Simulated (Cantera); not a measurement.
# Transport properties of process gases

Gas mixture: O2 = 0.86 (molar parts), at 0.0133 bar, frozen composition.

Cantera's kinetic-theory transport with the Lennard-Jones parameters of GRI-Mech 3.0, ideal gas; thermal conductivity in the multicomponent form.

| T (K) | ρ (kg/m³) | cp (J/kg/K) | μ (µPa s) | λ (mW/m/K) | Pr | D (cm²/s) H | D (cm²/s) NH3 | D (cm²/s) H2 |
|---|---|---|---|---|---|---|---|---|
| 400 | 0.0128 | 941.4 | 25.6 | 33.9 | 0.712 | 161 | 29.3 | 100 |
| 500 | 0.0103 | 971.4 | 30.0 | 41.1 | 0.711 | 238 | 44.3 | 146 |
| 600 | 0.00855 | 1003 | 34.1 | 48.1 | 0.710 | 326 | 61.8 | 198 |
| 700 | 0.00733 | 1031 | 37.8 | 54.9 | 0.710 | 424 | 81.3 | 256 |
| 800 | 0.00641 | 1055 | 41.4 | 61.5 | 0.710 | 531 | 103 | 319 |
| 900 | 0.00570 | 1074 | 44.7 | 67.7 | 0.709 | 648 | 126 | 388 |
D: mixture-averaged diffusion coefficient of that species in the mixture.
